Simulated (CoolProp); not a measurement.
A single-stage vapour-compression cycle with R245fa: evaporating at 325.15 K (dew point), condensing at 383.15 K (bubble point), superheat 2 K, subcooling 2 K, compressor efficiency 0.8, no pressure losses. Each further row changes one setting.

Computed with CoolProp (reference Helmholtz-energy equation of state, Akasaka 2015).

```
case                              cooling COP  pressure ratio  discharge temperature (K)  refrigerating effect (kJ/kg)  volumetric capacity (kJ/m³)
--------------------------------  -----------  --------------  -------------------------  ----------------------------  ---------------------------
as stated                                2.92            4.30                      383.1                          93.0                         1860
evaporating temperature 330.15 K         3.37            3.70                      383.1                          96.6                         2240
condensing temperature 378.15 K          3.40            3.86                      378.1                           101                         2020
subcooling 7 K                           3.17            4.30                      383.1                           101                         2020
superheat 12 K                           3.05            4.30                      389.6                           103                         1970
compressor efficiency 0.7                2.55            4.30                      384.1                          93.0                         1860
```

The compression ends wet for: as stated; evaporating temperature 330.15 K; condensing temperature 378.15 K; subcooling 7 K.
